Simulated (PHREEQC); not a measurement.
Make-up at 75 °C: 0.092 mol/kgw HF, 0.068 mol/kgw (CH3)4NF, 5.7e-05 mol/kgw H4SiO4 and 0.00078 mol/kgw H2SO4. Closed to the air; pH follows from the charge balance.

Model: ion-association model, wateq4f.dat, run in PHREEQC.

This is a speciation only: nothing precipitates in the calculation.

Task: Order these F species by the share of F that they hold, largest first: HF, F-, SiF6-2, HF2-, H2F2.

Result: HF (45 %), F- (32 %), HF2- (20 %), H2F2 (2.5 %), SiF6-2 (0.21 %)

The pH is 3.33 and the ionic strength 0.0693 mol/kgw. (CH3)4N+ isn't in the database: it is added as a free cation with an ion size of 4 Å. Constants without temperature data keep their 25 °C values here. SiF6-2 is the database's only silicon fluoride.
